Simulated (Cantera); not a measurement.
# Gas-phase reforming

An isothermal, constant-pressure homogeneous reactor starts with CH4 : CO2 = 1 : 0.5 (molar parts), at 1373 K and 4.93 atm.

Cantera simulation using GRI-Mech 3.0 (53 species, 325 reactions); the numbers are that mechanism's predictions, not measurements. GRI-Mech 3.0 stops at C3 and has no aromatics, soot or wall deposition, so with more carbon than oxygen in the feed, carbon stays in small species such as C2H2 where larger ones or solid carbon would form.

```csv
t (s),x CH4,x CO2,x H2O2,x CO,x H2,x C2H4,x H2O
0.000500,0.667,0.333,<1e-12,1.52e-7,3.39e-5,1.17e-6,1.39e-7
0.00155,0.666,0.333,<1e-12,5.13e-7,0.000108,5.87e-6,4.55e-7
0.00478,0.666,0.333,<1e-12,1.90e-6,0.000356,3.51e-5,1.63e-6
0.0148,0.664,0.333,<1e-12,9.26e-6,0.00130,0.000269,7.78e-6
0.0457,0.659,0.333,<1e-12,6.83e-5,0.00543,0.00179,6.05e-5
0.141,0.639,0.329,<1e-12,0.000618,0.0211,0.00587,0.000589
0.437,0.583,0.314,<1e-12,0.00527,0.0646,0.0111,0.00518
1.35,0.467,0.264,<1e-12,0.0354,0.132,0.0289,0.0350
4.18,0.326,0.141,<1e-12,0.137,0.154,0.0514,0.132
12.9,0.291,0.0914,<1e-12,0.193,0.161,0.0517,0.154
40.0,0.298,0.0775,<1e-12,0.235,0.185,0.0408,0.125
```
x: mole fraction; the columns are a selection and need not sum to one.

Equilibrium at this temperature and pressure: CH4 0.189, CO2 3.90e-5, H2O2 <1e-12, CO 0.397, H2 0.409, C2H4 0.00337, H2O 8.25e-5 (gas phase only).
